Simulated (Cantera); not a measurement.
# LiOH + H2 (calcination and drying)

Input: 1 mol LiOH, 0.012 mol H2, equilibrated at 1902 °C and 1 atm.

Method: chemical equilibrium by Gibbs-energy minimisation in Cantera with the NASA 1993 tables (ideal gas, pure condensed phases). Candidate condensed phases: H2O, Li, LiH, LiOH, Li2O; 17 gas species. Kinetics and transport are ignored.

```yaml
x(LiOH): 0.747
x(H2O): 0.207
x(Li2O): 0.0199
x(Li): 0.0132
x(H2): 0.00901
x(Li2(OH)2): 0.00159
x(OH): 0.00142
x(O2): 0.000492
x(H): 0.000460
n(Li2O(l)): 0.152 mol
gas_amount: 0.8655 mol
log10 activity of Li(l) (absent): -3.05
```
